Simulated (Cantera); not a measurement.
Hydrogen reduction and annealing atmospheres: ZrO2 + H2 + H2O

Input: 1 mol ZrO2, 2.9 mol H2, 0.44 mol H2O, at 0.000120 bar.

Equilibrium computed with Cantera from the NASA thermochemical tables; the gas is ideal and each condensed phase is pure. Candidate condensed phases: H2O, Zr, ZrO2; 12 gas species. The numbers say what is thermodynamically allowed, not how fast it happens.

| T (K) | x H2 | x H2O | x H | x OH | x O | n ZrO2(monoclinic) | n ZrO2(tetragonal) |
|---|---|---|---|---|---|---|---|
| 1323 | 0.868 | 0.132 | 0.000135 | 2.96e-7 | 4.36e-11 | 1.00 | 0 |
| 1423 | 0.868 | 0.132 | 0.000565 | 1.86e-6 | 1.09e-9 | 1.00 | 0 |
| 1523 | 0.866 | 0.132 | 0.00196 | 9.19e-6 | 1.79e-8 | 0 | 1.00 |
| 1623 | 0.863 | 0.131 | 0.00586 | 3.73e-5 | 2.09e-7 | 0 | 1.00 |
| 1723 | 0.854 | 0.131 | 0.0154 | 0.000129 | 1.84e-6 | 0 | 1.00 |
| 1823 | 0.835 | 0.129 | 0.0361 | 0.000388 | 1.29e-5 | 0 | 1.00 |
| 1923 | 0.797 | 0.125 | 0.0768 | 0.00104 | 7.48e-5 | 0 | 1.00 |
x: gas mole fraction; n: condensed amount in mol.

From 1323 K to 1423 K the condensed part is ZrO2(monoclinic). From 1523 K to 1923 K the condensed part is ZrO2(tetragonal).
